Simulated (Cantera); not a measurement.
A perfectly stirred reactor is fed with H2 : O2 : N2 = 0.42 : 1 : 16 (molar parts), at 13000 Pa; it is held at 1398 K, and followed from long to short residence time.

Detailed kinetics in Cantera: the H2/O2 subset of GRI-Mech 3.0, which has no nitrogen chemistry.

Task: What does this change do: O2 1 to 3.3 parts?

Result: 
```
quantity                  before     after
----------------------  --------  --------
x(H2) at τ = 2.10 s      4.69e-5   1.80e-5
x(O2) at τ = 2.10 s       0.0458     0.158
x(H2O) at τ = 2.10 s      0.0242    0.0214
x(H2O2) at τ = 2.10 s    2.18e-8   1.99e-8
x(HO2) at τ = 2.10 s     3.97e-7   4.24e-7
x(H2) at τ = 36.0 ms    0.000586  0.000223
x(O2) at τ = 36.0 ms      0.0451     0.157
x(H2O) at τ = 36.0 ms     0.0227    0.0206
x(H2O2) at τ = 36.0 ms   8.74e-8   9.02e-8
x(HO2) at τ = 36.0 ms    1.33e-6   2.28e-6
```
